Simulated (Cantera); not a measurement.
Mixture: CH4 : O2 : N2 = 1 : 3.57 : 11.4 (molar parts), at 500000 Pa, adiabatic and at constant volume. Ignition delay is the time to a rise of 400 K.

Detailed kinetics in Cantera: GRI-Mech 3.0 (53 species, 325 reactions).

Question: What does this change do: pressure from 500000 Pa to 100000 Pa?

Answer: 
| quantity | before | after |
|---|---|---|
| delay at 1073 K | 37.7 ms | 0.201 s |
| delay at 1173 K | 9.02 ms | 41.9 ms |
| delay at 1273 K | 2.52 ms | 10.4 ms |
| delay at 1373 K | 0.804 ms | 3.02 ms |
| delay at 1473 K | 0.289 ms | 1.05 ms |
| delay at 1573 K | 0.117 ms | 0.437 ms |
| delay at 1673 K | 53.0 µs | 0.208 ms |
| apparent activation energy between 1473 and 1673 K | 170 kJ/mol | 170 kJ/mol |
